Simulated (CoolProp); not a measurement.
A simple Rankine cycle with 1,2-dichloroethane: condensing at 327.15 K, boiler at 0.99 MPa, turbine inlet 453.6 K, turbine efficiency 0.65, pump efficiency 0.7, no recuperator. Each further row changes one setting.

Computed with CoolProp (reference Helmholtz-energy equation of state, Thol 2015).

```tsv
case	thermal efficiency (%)	net work (kJ/kg)	heat in (kJ/kg)	turbine exit temperature (K)	volume ratio over the turbine
as stated	[?]	64.1	437	364.9	25.5
turbine inlet 473.6 K	14.8	68.1	459	384.9	25.1
condensing temperature 319.15 K	15.5	69.6	448	358.5	34.5
boiler pressure 0.693 MPa	13.5	59.9	444	[?]	17.4
turbine efficiency 0.55	[?]	54.1	437	376.1	26.3
```

**Question.** Some entries are withheld; supply them.

**Answer.** 
- as stated, thermal efficiency (%): 14.7
- boiler pressure 0.693 MPa, turbine exit temperature (K): 377.1
- turbine efficiency 0.55, thermal efficiency (%): 12.4
